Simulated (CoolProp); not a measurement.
A Linde-Hampson liquefier for normal hydrogen: isothermal reversible compression at 300 K from 1 atm to 5 MPa, throttling to 1 atm, return gas leaving the recuperator 0 K below the feed. Each further row changes one setting.

Values from CoolProp's reference Helmholtz-energy equation of state, Leachman 2009.

```json
[
 {"case": "as stated", "compression work (kJ/kg of gas)": "4860"},
 {"case": "high pressure 10 MPa", "compression work (kJ/kg of gas)": "5750"},
 {"case": "warm-end temperature 330 K", "compression work (kJ/kg of gas)": "5340"},
 {"case": "warm-end gap 5 K", "compression work (kJ/kg of gas)": "4860"}
]
```
